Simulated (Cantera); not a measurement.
A Cantera script and its output.

```python
import numpy as np
import cantera as ct

gas = ct.Solution("SiF4_NH3_mec.yaml", "gas")
gas.TPX = 1475, 69000, {'NH3': 1, 'N2': 0.86}
inlet = ct.Reservoir(gas, clone=True)

reactor = ct.IdealGasConstPressureReactor(gas, energy="off", clone=False)
exhaust = ct.Reservoir(gas, clone=True)
tau = [16, 6.6, 2.6, 1.1, 0.42, 0.17, 0.068, 0.027, 0.011, 0.0044][0]
for a, b in ((inlet, reactor), (reactor, exhaust)):
    ct.MassFlowController(a, b, mdot=lambda t: reactor.mass / tau)
net = ct.ReactorNet([reactor])
show = ['NH3', 'NH', 'N2H2', 'H', 'NH2']

rows = []
print(f"{'tau/s':>10s}{'T/K':>9s}" + "".join(f"{s:>11s}" for s in show))
for tau in [16, 6.6, 2.6, 1.1, 0.42, 0.17, 0.068, 0.027, 0.011, 0.0044]:
    net.initial_time = 0.0
    net.advance(30 * tau)
    before = gas.X
    net.advance(40 * tau)
    drift = np.max(np.abs(gas.X - before) / (gas.X + 1e-9))
    rows.append([gas.T, *gas[show].X, drift])
    print(f"{tau:10.3e}{gas.T:9.1f}" + "".join(f"{x:11.3e}" for x in gas[show].X))
```

Result:

```
     tau/s      T/K        NH3         NH       N2H2          H        NH2
 1.600e+01   1475.0  4.374e-01  5.692e-08  1.089e-07  2.427e-06  2.344e-05
 6.600e+00   1475.0  4.853e-01  6.194e-08  1.428e-07  1.290e-06  2.646e-05
 2.600e+00   1475.0  5.141e-01  6.128e-08  1.664e-07  5.894e-07  2.845e-05
 1.100e+00   1475.0  5.271e-01  5.689e-08  1.772e-07  2.675e-07  2.948e-05
 4.200e-01   1475.0  5.335e-01  5.141e-08  1.810e-07  1.063e-07  2.998e-05
 1.700e-01   1475.0  5.360e-01  4.743e-08  1.785e-07  4.405e-08  2.989e-05
 6.800e-02   1475.0  5.370e-01  4.365e-08  1.680e-07  1.807e-08  2.906e-05
 2.700e-02   1475.0  5.374e-01  3.764e-08  1.418e-07  7.427e-09  2.676e-05
 1.100e-02   1475.0  5.376e-01  2.644e-08  9.167e-08  3.094e-09  2.161e-05
 4.400e-03   1475.0  5.376e-01  1.075e-08  3.125e-08  1.289e-09  1.277e-05
```

Computed with Cantera and the gas-phase N/H chemistry of the illustrative SiF4/NH3 mechanism in the Surface Chemkin manual (1991). Walls and surfaces, which speed up NH3 decomposition in real reactors, are not modelled.
